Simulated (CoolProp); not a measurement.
Computed with CoolProp (reference Helmholtz-energy equation of state, Lemmon 2006). It is a short technical equation, of lower accuracy than the large ones.

Problem. Give the vapour pressure (kPa), liquid cp (kJ/(kg K)), surface tension (mN/m) of saturated hydrogen sulfide at 218.4, 253.3, 340.5 K.

Solution. 
```csv
T (K),p (kPa),liquid cp (kJ/(kg K)),surface tension (mN/m)
218.4,133,1.99,27.1
253.3,549,2.03,19.9
340.5,5020,3.08,4.14
```

Surface tension comes from a separate correlation (Mulero 2012).
